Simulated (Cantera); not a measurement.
What does this Cantera script print?

```python
import numpy as np
import cantera as ct

gas = ct.Solution("gri30.yaml")
gas.TPX = 1575, 35000, {'C2H6': 1, 'N2': 1.9}
reactor = ct.IdealGasConstPressureReactor(gas, energy="off", clone=False)
net = ct.ReactorNet([reactor])
net.rtol, net.atol = 1e-08, 1e-18
show = ['C2H6', 'C2H4', 'CH2', 'HCN', 'H']
times = np.geomspace(2e-05, 50, 13)

steps = ct.SolutionArray(gas, extra=["t"])
rows = []
print(f"{'t/s':>10s}{'T/K':>9s}{'P/Pa':>11s}" + "".join(f"{s:>11s}" for s in show))
for t in times:
    while net.time < t:
        t_next = net.step()
        steps.append(gas.state, t=t_next)
    rows.append([np.interp(t, steps.t, y) for y in (steps.T, steps.P, *steps(*show).X.T)])
    print(f"{t:10.3e}{rows[-1][0]:9.1f}{rows[-1][1]:11.4g}" + "".join(f"{x:11.3e}" for x in rows[-1][2:]))
rate = np.gradient(steps.T, steps.t)
print("integrator steps:", len(steps.t))
if steps.T.max() > steps.T[0] + 200:
    print(f"time of steepest temperature rise: {steps.t[rate.argmax()]:.4e} s")
gas.TPX = 1575, 35000, {'C2H6': 1, 'N2': 1.9}
gas.equilibrate("TP")
print(f"equilibrium (TP): T = {gas.T:.1f} K  " + "  ".join(f"{s} {gas[s].X[0]:.3e}" for s in show))
```

Result:

```
       t/s      T/K       P/Pa       C2H6       C2H4        CH2        HCN          H
 2.000e-05   1575.0    3.5e+04  3.037e-01  1.890e-02  5.744e-06  1.504e-08  1.519e-04
 6.826e-05   1575.0    3.5e+04  1.880e-01  8.591e-02  5.877e-06  4.484e-08  2.011e-04
 2.330e-04   1575.0    3.5e+04  3.988e-02  1.440e-01  2.712e-06  6.616e-08  2.349e-04
 7.953e-04   1575.0    3.5e+04  1.804e-03  1.044e-01  2.512e-07  7.075e-08  9.583e-05
 2.714e-03   1575.0    3.5e+04  1.082e-04  6.431e-02  2.305e-08  6.867e-08  3.108e-05
 9.265e-03   1575.0    3.5e+04  4.452e-05  2.708e-02  1.292e-08  6.640e-08  2.586e-05
 3.162e-02   1575.0    3.5e+04  3.778e-05  4.088e-03  1.303e-08  6.520e-08  2.841e-05
 1.079e-01   1575.0    3.5e+04  3.096e-05  3.106e-03  1.212e-08  6.609e-08  2.986e-05
 3.684e-01   1575.0    3.5e+04  1.792e-05  3.249e-03  9.782e-09  6.939e-08  3.342e-05
 1.257e+00   1575.0    3.5e+04  6.036e-06  3.522e-03  6.058e-09  7.932e-08  3.968e-05
 4.292e+00   1575.0    3.5e+04  2.700e-06  3.690e-03  3.694e-09  1.035e-07  4.382e-05
 1.465e+01   1575.0    3.5e+04  2.531e-06  3.703e-03  3.500e-09  1.747e-07  4.416e-05
 5.000e+01   1575.0    3.5e+04  2.531e-06  3.703e-03  3.500e-09  4.203e-07  4.416e-05
integrator steps: 1519
equilibrium (TP): T = 1575.0 K  C2H6 1.840e-06  C2H4 2.672e-03  CH2 2.973e-09  HCN 1.146e-01  H 4.432e-05
```

Computed with Cantera and GRI-Mech 3.0 (53 species, 325 reactions). GRI-Mech 3.0 stops at C3 and has no aromatics, soot or wall deposition, so with more carbon than oxygen in the feed, carbon stays in small species such as C2H2 where larger ones or solid carbon would form.
